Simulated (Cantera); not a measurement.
Charge: 1 mol Nb, 7.7 mol H₂O, 16 mol H₂, at 1400 °C and 10.0 mbar.

Equilibrium computed with Cantera from the NASA thermochemical tables; the gas is ideal and each condensed phase is pure. Candidate condensed phases: H₂O, Nb, NbO, NbO₂, Nb₂O₅; 12 gas species. Condensed phases not in the tables: the oxides between NbO₂ and Nb₂O₅. Kinetics and transport are ignored.

**Question.** What is the equilibrium state?

**Answer.** 
* **x(H₂)**: 0.780
* **x(H₂O)**: 0.219
* **x(H)**: 0.00101
* **x(OH)**: 1.36e-5
* **n(Nb₂O₅(s))**: 0.500 mol
* **gas amount**: 23.71 mol
* **log10 activity of NbO₂(s) (absent)**: -0.10
* **log10 activity of Nb(s) (absent)**: -5.08
